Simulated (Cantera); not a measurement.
What does this Cantera script print?

```python
import numpy as np
import cantera as ct

gas = ct.Solution("gri30.yaml")
gas.TPX = 575, 38000, {'CO': 1, 'H2': 0.16, 'CH4': 0.64, 'O2': 1.69, 'N2': 7.78}
flame = ct.FreeFlame(gas, width=0.079)
flame.set_refine_criteria(ratio=3, slope=0.08, curve=0.16)
flame.transport_model = "mixture-averaged"
flame.solve(loglevel=0, auto=True)
z, T = flame.grid, flame.T
thick = (T[-1] - T[0]) / np.gradient(T, z).max()
show = ['CO', 'H2', 'CH4', 'NO', 'N2O', 'HO2']
print(f"laminar burning velocity  {flame.velocity[0] * 100:.3f} cm/s")
print(f"burnt temperature         {T[-1]:.1f} K")
print(f"thermal thickness         {thick * 1e3:.4f} mm")
print(f"grid points               {len(z)}")
z0 = z[flame.heat_release_rate.argmax()]
print(f"{'z/mm':>9s}{'T/K':>9s}{'u/(m/s)':>9s}" + "".join(f"{s:>11s}" for s in show))
rows = []
for k in (-3, -2, -1.5, -1, -0.5, -0.25, 0, 0.25, 0.5, 1, 2, 4, 8):
    zz = z0 + k * thick
    rows.append([k * thick, np.interp(zz, z, T), np.interp(zz, z, flame.velocity),
                 *(np.interp(zz, z, flame.X[gas.species_index(s)]) for s in show)])
    print(f"{rows[-1][0] * 1e3:9.3f}{rows[-1][1]:9.1f}{rows[-1][2]:9.3f}" + "".join(f"{x:11.3e}" for x in rows[-1][3:]))
```

Result:

```
laminar burning velocity  166.588 cm/s
burnt temperature         2267.7 K
thermal thickness         0.8522 mm
grid points               162
     z/mm      T/K  u/(m/s)         CO         H2        CH4         NO        N2O        HO2
   -2.557    575.0    1.666  8.872e-02  1.430e-02  5.678e-02  6.324e-13  3.597e-16  3.341e-08
   -1.704    575.1    1.667  8.869e-02  1.463e-02  5.676e-02  1.760e-11  1.710e-14  9.314e-07
   -1.278    575.8    1.670  8.864e-02  1.520e-02  5.670e-02  1.512e-10  2.008e-13  6.717e-06
   -0.852    587.9    1.708  8.846e-02  1.679e-02  5.621e-02  3.838e-09  9.329e-12  5.633e-05
   -0.426    783.4    2.293  8.957e-02  2.102e-02  4.853e-02  1.409e-07  7.055e-10  7.777e-05
   -0.213   1117.8    3.295  9.556e-02  2.388e-02  3.151e-02  5.773e-07  3.902e-09  8.352e-05
    0.000   1505.4    4.464  1.032e-01  2.336e-02  8.717e-03  1.747e-06  1.379e-08  8.002e-05
    0.213   1674.6    4.958  9.531e-02  1.760e-02  7.425e-04  3.538e-06  2.813e-08  1.298e-05
    0.426   1722.4    5.074  8.165e-02  1.447e-02  3.087e-05  5.094e-06  3.567e-08  4.535e-06
    0.852   1772.4    5.179  6.540e-02  1.442e-02  6.315e-08  7.560e-06  3.550e-08  3.144e-06
    1.704   1831.5    5.317  5.636e-02  1.495e-02  4.789e-12  1.166e-05  3.342e-08  2.465e-06
    3.409   1903.2    5.497  5.369e-02  1.416e-02  4.469e-16  1.816e-05  3.414e-08  1.972e-06
    6.818   1988.0    5.709  5.110e-02  1.267e-02  1.651e-16  2.832e-05  3.593e-08  1.470e-06
```

Model: GRI-Mech 3.0 (53 species, 325 reactions), integrated in Cantera. Burning velocities carry a grid error of a few per cent, more on coarse grids.
